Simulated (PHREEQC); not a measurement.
Synthetic water in mg/L, 20 °C, pH 6.94, pe 10.6:

```csv
constituent,mg/L
Na,1.18
K,0.397
Ca,0.658
Mg,0.165
Cl,3.02
S(6) as SO4,0.312
Alkalinity as HCO3,0.82
Si as SiO2,0.00738
Li,0.00111
```

Cl is adjusted to close the charge balance.
Valence states are taken as typed.

Computed with PHREEQC (ion-association model, phreeqc.dat).

| Quantity | Result |
|---|---|
| ionic strength | 0.000135 mol/kgw |

| species | molality | activity | log γ |
|---|---|---|---|
| Cl- | 8.81e-5 | 8.69e-5 | -0.006 |
| Na+ | 5.13e-5 | 5.06e-5 | -0.006 |
| Ca+2 | 1.64e-5 | 1.56e-5 | -0.023 |
| HCO3- | 1.35e-5 | 1.33e-5 | -0.006 |
| K+ | 1.01e-5 | 1.00e-5 | -0.006 |
| Mg+2 | 6.78e-6 | 6.43e-6 | -0.023 |
| CO2 | 3.68e-6 | 3.68e-6 | 0.000 |
| SO4-2 | 3.23e-6 | 3.07e-6 | -0.023 |
| Li+ | 1.60e-7 | 1.58e-7 | -0.006 |
| H4SiO4 | 1.23e-7 | 1.23e-7 | 0.000 |
| H+ | 1.16e-7 | 1.15e-7 | -0.006 |

Precipitation was switched off in this run. Complexes and solids missing from the database can't appear.
